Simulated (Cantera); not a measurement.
A perfectly stirred reactor is fed with H₂ : O₂ : N₂ = 1 : 0.385 : 1.45 (molar parts), at 330000 Pa; it is adiabatic with a 525 K inlet, and is followed from long to short residence time, starting on the burning branch (τ in s: 0.23, 0.086, 0.031, 0.011, 0.0042, 0.0015, 0.00055, 0.0002, 7.3e-05).

Model: GRI-Mech 3.0 (53 species, 325 reactions), integrated in Cantera. The hydrogen kinetics of GRI-Mech 3.0 are dated; newer H2 mechanisms differ, most at raised pressure.

x: mole fraction; the columns are a selection and need not sum to one.

```csv
τ (s),T (K),x H₂,x O₂,x NO₂,x H₂O₂,x O,x NO,x H
0.23,2494,0.0936,0.000117,1.70e-8,4.24e-8,8.44e-5,0.000453,0.00420
0.086,2493,0.0936,0.000124,1.69e-8,4.39e-8,8.72e-5,0.000446,0.00428
0.031,2491,0.0936,0.000145,1.65e-8,4.80e-8,9.52e-5,0.000427,0.00447
0.011,2486,0.0935,0.000199,1.56e-8,5.89e-8,0.000117,0.000387,0.00497
0.0042,2474,0.0935,0.000319,___,8.29e-8,0.000171,0.000324,0.00603
0.0015,2448,0.0934,0.000604,___,1.35e-7,0.000312,0.000245,0.00827
0.00055,2403,0.0935,0.00119,___,2.22e-7,0.000629,0.000173,0.0121
0.00020,2330,0.0940,0.00235,___,3.51e-7,0.00129,0.000118,0.0183
7.3e-5,2219,0.0949,0.00440,___,5.52e-7,0.00249,8.25e-5,0.0276
```

Q: Fill in the missing entries.

A: 
- 0.0042, x NO₂: 1.41e-8
- 0.0015, x NO₂: 1.20e-8
- 0.00055, x NO₂: 9.80e-9
- 0.00020, x NO₂: 7.89e-9
- 7.3e-5, x NO₂: 6.71e-9
